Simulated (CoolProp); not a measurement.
Vapour-liquid equilibrium of ethanol (1) + o-xylene (2) at 72.25 °C; x and y are mole fractions of (1).

Model: multi-fluid Helmholtz-energy mixture model, Schroeder 2014 and Zhou 2012; pair parameters Bell 2016, in CoolProp.

```tsv
x	bubble pressure, mixture model (MPa)	bubble pressure, Raoult's law (MPa)	y, mixture model	y, Raoult's law
0.05	0.02868	0.01276	0.687	0.310
0.15	?	0.01973	0.832	0.601
0.25	0.05997	0.02671	0.865	0.740
0.35	?	0.03369	0.877	0.821
0.45	0.06591	0.04066	?	0.875
0.55	?	0.04764	0.888	0.912
0.65	?	0.05461	?	0.941
0.75	0.07121	0.06159	0.910	0.962
0.85	0.07410	0.06856	?	0.980
0.95	0.07738	0.07554	?	0.994
```

Complete the blanks.


- 0.15, bubble pressure, mixture model (MPa): 0.05046
- 0.35, bubble pressure, mixture model (MPa): 0.06401
- 0.45, y, mixture model: 0.883
- 0.55, bubble pressure, mixture model (MPa): 0.06729
- 0.65, bubble pressure, mixture model (MPa): 0.06895
- 0.65, y, mixture model: 0.896
- 0.85, y, mixture model: 0.934
- 0.95, y, mixture model: 0.973

The largest gap from Raoult's law is +155.8 % in bubble pressure, at x = 0.15. No azeotrope shows between x = 0.05 and 0.95.

Pair parameters are fitted to limited data, so mixtures are less certain than the pure fluids. With so large a gap from Raoult's law the liquid may split in two, which this calculation doesn't test in full.
